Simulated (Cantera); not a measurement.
A perfectly stirred reactor is fed with CH4 : CO : O2 : N2 = 1 : 0.087 : 2.35 : 8.83 (molar parts), equivalence ratio 0.87, at 31000 Pa; it is adiabatic with a 673 K inlet, and is followed from long to short residence time, starting on the burning branch (τ in s: 0.027, 0.013, 0.0065, 0.0032, 0.0015, 0.00076, 0.00037, 0.00018, 8.9e-05).

Computed with Cantera and GRI-Mech 3.0 (53 species, 325 reactions).

**Question.** What does this change do: pressure from 31000 Pa to 130000 Pa?

**Answer.** 
| quantity | before | after |
|---|---|---|
| blow-out, bracketed by the residence times tried | burning at 0.180 ms, out at 89.0 µs | burning at 89.0 µs, the shortest tried |
| x(CH4) at τ = 27.0 ms | 1.06e-5 | 4.78e-6 |
| x(CO) at τ = 27.0 ms | 0.0146 | 0.00725 |
| x(O2) at τ = 27.0 ms | 0.0313 | 0.0270 |
| x(N2O) at τ = 27.0 ms | 9.84e-8 | 3.38e-7 |
| x(H2) at τ = 27.0 ms | 0.00552 | 0.00244 |
| x(CH4) at τ = 1.50 ms | 0.000110 | 4.76e-5 |
| x(CO) at τ = 1.50 ms | 0.0261 | 0.0151 |
| x(O2) at τ = 1.50 ms | 0.0394 | 0.0321 |
| x(N2O) at τ = 1.50 ms | 5.02e-8 | 2.79e-7 |
| x(H2) at τ = 1.50 ms | 0.0117 | 0.00545 |

**Question.** What does this change do: pressure from 31000 Pa to 190000 Pa?

**Answer.** 
```tsv
quantity	before	after
blow-out, bracketed by the residence times tried	burning at 0.180 ms, out at 89.0 µs	burning at 89.0 µs, the shortest tried
x(CH4) at τ = 27.0 ms	1.06e-5	3.74e-6
x(CO) at τ = 27.0 ms	0.0146	0.00616
x(O2) at τ = 27.0 ms	0.0313	0.0263
x(N2O) at τ = 27.0 ms	9.84e-8	4.21e-7
x(H2) at τ = 27.0 ms	0.00552	0.00205
x(CH4) at τ = 1.50 ms	0.000110	4.05e-5
x(CO) at τ = 1.50 ms	0.0261	0.0122
x(O2) at τ = 1.50 ms	0.0394	0.0304
x(N2O) at τ = 1.50 ms	5.02e-8	4.05e-7
x(H2) at τ = 1.50 ms	0.0117	0.00417
```
